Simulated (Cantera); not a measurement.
Mixture: CH4 : CO : O2 : N2 = 1 : 0.064 : 3.08 : 11.6 (molar parts), at 5.00 bar, adiabatic and at constant volume. Ignition delay is the time to a rise of 400 K.

Computed with Cantera and GRI-Mech 3.0 (53 species, 325 reactions).

**Question.** What does this change do: pressure from 5.00 bar to 15.0 bar?

**Answer.** 
```
quantity                                                before       after
--------------------------------------------------  ----------  ----------
delay at 1250 K                                        4.31 ms     1.42 ms
delay at 1350 K                                        1.31 ms    0.465 ms
delay at 1450 K                                       0.446 ms    0.170 ms
delay at 1550 K                                       0.171 ms     68.6 µs
delay at 1650 K                                        73.1 µs     30.1 µs
apparent activation energy between 1550 and 1650 K  180 kJ/mol  170 kJ/mol
```
The pressure lies above the range GRI-Mech 3.0 was tuned for (to about 10 atm).
